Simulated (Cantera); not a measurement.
A Cantera script and its output.

```python
import numpy as np
import cantera as ct

gas = ct.Solution("gri30.yaml")
gas.TPX = 1523, 100000, {'CO': 0.0011, 'O2': 0.025, 'H2O': 0.00018, 'N2': 1}
reactor = ct.IdealGasConstPressureReactor(gas, energy="off", clone=False)
net = ct.ReactorNet([reactor])
net.rtol, net.atol = 1e-08, 1e-18
show = ['CO', 'O2', 'H2O', 'H2O2', 'HO2', 'NO2', 'H']
times = np.geomspace(6e-05, 4, 12)

steps = ct.SolutionArray(gas, extra=["t"])
rows = []
print(f"{'t/s':>10s}{'T/K':>9s}{'P/Pa':>11s}" + "".join(f"{s:>11s}" for s in show))
for t in times:
    while net.time < t:
        t_next = net.step()
        steps.append(gas.state, t=t_next)
    rows.append([np.interp(t, steps.t, y) for y in (steps.T, steps.P, *steps(*show).X.T)])
    print(f"{t:10.3e}{rows[-1][0]:9.1f}{rows[-1][1]:11.4g}" + "".join(f"{x:11.3e}" for x in rows[-1][2:]))
rate = np.gradient(steps.T, steps.t)
print("integrator steps:", len(steps.t))
if steps.T.max() > steps.T[0] + 200:
    print(f"time of steepest temperature rise: {steps.t[rate.argmax()]:.4e} s")
gas.TPX = 1523, 100000, {'CO': 0.0011, 'O2': 0.025, 'H2O': 0.00018, 'N2': 1}
gas.equilibrate("TP")
print(f"equilibrium (TP): T = {gas.T:.1f} K  " + "  ".join(f"{s} {gas[s].X[0]:.3e}" for s in show))
```

It prints:

```
       t/s      T/K       P/Pa         CO         O2        H2O       H2O2        HO2        NO2          H
 6.000e-05   1523.0      1e+05  1.072e-03  2.436e-02  1.754e-04  1.997e-15  6.372e-11  2.976e-21  3.411e-12
 1.647e-04   1523.0      1e+05  1.072e-03  2.436e-02  1.754e-04  4.995e-15  1.503e-10  6.810e-20  1.426e-11
 4.521e-04   1523.0      1e+05  1.072e-03  2.436e-02  1.754e-04  1.032e-14  3.042e-10  1.568e-18  7.237e-11
 1.241e-03   1523.0      1e+05  1.072e-03  2.436e-02  1.754e-04  2.516e-14  7.242e-10  4.283e-17  4.752e-10
 3.406e-03   1523.0      1e+05  1.071e-03  2.436e-02  1.753e-04  2.928e-13  6.091e-09  3.674e-15  5.973e-09
 9.351e-03   1523.0      1e+05  9.763e-04  2.427e-02  1.663e-04  3.178e-10  2.316e-07  2.186e-11  1.065e-06
 2.567e-02   1523.0      1e+05  2.102e-04  2.384e-02  1.579e-04  9.690e-10  3.572e-07  5.515e-09  3.412e-06
 7.045e-02   1523.0      1e+05  1.863e-05  2.383e-02  1.689e-04  1.843e-10  8.929e-08  1.421e-08  2.211e-07
 1.934e-01   1523.0      1e+05  1.432e-06  2.383e-02  1.727e-04  3.683e-11  1.529e-08  1.147e-08  1.796e-08
 5.309e-01   1523.0      1e+05  1.306e-07  2.383e-02  1.740e-04  1.068e-11  3.373e-09  6.346e-09  2.727e-09
 1.457e+00   1523.0      1e+05  5.039e-08  2.383e-02  1.743e-04  6.543e-12  1.915e-09  4.809e-09  1.305e-09
 4.000e+00   1523.0      1e+05  4.799e-08  2.383e-02  1.743e-04  6.370e-12  1.859e-09  4.852e-09  1.253e-09
integrator steps: 1189
equilibrium (TP): T = 1523.0 K  CO 4.830e-08  O2 2.358e-02  H2O 1.743e-04  H2O2 6.344e-12  HO2 1.847e-09  NO2 8.547e-07  H 1.259e-09
```

Computed with Cantera and GRI-Mech 3.0 (53 species, 325 reactions).
